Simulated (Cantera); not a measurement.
Cantera with NASA thermochemical tables; ideal gases at 1 bar, condensed phases pure. Values are per mole of reaction as written; species without (g) are pure solids or liquids, kept so even where they would boil at 1 bar.

Question: Between 948 and 2948 K, where is each reaction favourable under standard conditions?
- 8 SiO(g) + 4 NF₃(g) → 4 NO₂(g) + 5 Si + 3 SiF₄(g)

Answer: 
- 8 SiO(g) + 4 NF₃(g) → 4 NO₂(g) + 5 Si + 3 SiF₄(g): ΔG° is -2601 kJ at 948 K and -1258 kJ at 2948 K; it stays negative (K > 1). ΔH° is -3011 kJ and ΔS° -595 J/K at 2948 K.
